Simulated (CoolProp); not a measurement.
Properties of isobutene along the isobar 1.66 MPa (Tc = 418.1 K, pc = 4.016 MPa, ω = 0.193).

Values from CoolProp's reference Helmholtz-energy equation of state, Lemmon 2005. It is a short technical equation, of lower accuracy than the large ones.

| T (K) | phase | density (kg/m³) | cv (kJ/(kg K)) | speed of sound (m/s) | fugacity coefficient |
|---|---|---|---|---|---|
| 348.1 | liquid | 520.1 | 1.814 | 610.0 | 0.5589 |
| 355.9 | liquid | 506.4 | 1.843 | 562.2 | 0.6421 |
| 363.7 | liquid | 491.4 | 1.873 | 512.1 | 0.7309 |
| 371.5 | gas | 41.43 | 1.897 | 185.5 | 0.7901 |
| 379.3 | gas | 39.15 | 1.897 | 193.4 | 0.8047 |
| 387.1 | gas | 37.27 | 1.905 | 200.4 | 0.8178 |
| 395 | gas | 35.65 | 1.918 | 206.7 | 0.8298 |
| 402.8 | gas | 34.26 | 1.934 | 212.3 | 0.8406 |
| 410.6 | gas | 33.03 | 1.952 | 217.5 | 0.8504 |
| 418.4 | gas | 31.92 | 1.971 | 222.4 | 0.8595 |
| 426.2 | gas | 30.92 | 1.992 | 227.0 | 0.8678 |
| 434 | gas | 30.01 | 2.013 | 231.3 | 0.8755 |
